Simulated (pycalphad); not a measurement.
# Freezing of Mg-Cu-Si alloys with rising Si

All values are pycalphad results on the COST 507 light-alloy database (1999) (1 atm), not direct measurements. The database dates from 1999; later assessments differ in places, in temperatures and in the compounds included. Phase fractions are per mole of atoms.

Scheil-Gulliver runs (no diffusion in the solid, steps of 4 K) beside full equilibrium.

```json
[
 {"alloy": "Mg-6.72Cu-0.65Si (at.%)", "liquidus (°C)": "588", "Scheil, half solid (°C)": "517", "Scheil, 80 % solid (°C)": "at the invariant end", "Scheil, invariant end (°C)": "478", "liquid left at that end": "0.41", "equilibrium solidus (°C)": "478"},
 {"alloy": "Mg-6.72Cu-1.29Si (at.%)", "liquidus (°C)": "586", "Scheil, half solid (°C)": "516", "Scheil, 80 % solid (°C)": "at the invariant end", "Scheil, invariant end (°C)": "478", "liquid left at that end": "0.41", "equilibrium solidus (°C)": "478"},
 {"alloy": "Mg-6.72Cu-1.94Si (at.%)", "liquidus (°C)": "598", "Scheil, half solid (°C)": "515", "Scheil, 80 % solid (°C)": "at the invariant end", "Scheil, invariant end (°C)": "478", "liquid left at that end": "0.41", "equilibrium solidus (°C)": "478"},
 {"alloy": "Mg-6.72Cu-2.59Si (at.%)", "liquidus (°C)": "630", "Scheil, half solid (°C)": "515", "Scheil, 80 % solid (°C)": "at the invariant end", "Scheil, invariant end (°C)": "478", "liquid left at that end": "0.41", "equilibrium solidus (°C)": "478"},
 {"alloy": "Mg-6.72Cu-7.77Si (at.%)", "liquidus (°C)": "792", "Scheil, half solid (°C)": "515", "Scheil, 80 % solid (°C)": "at the invariant end", "Scheil, invariant end (°C)": "478", "liquid left at that end": "0.41", "equilibrium solidus (°C)": "478"},
 {"alloy": "Mg-6.72Cu-10.36Si (at.%)", "liquidus (°C)": "847", "Scheil, half solid (°C)": "515", "Scheil, 80 % solid (°C)": "at the invariant end", "Scheil, invariant end (°C)": "478", "liquid left at that end": "0.41", "equilibrium solidus (°C)": "478"}
]
```
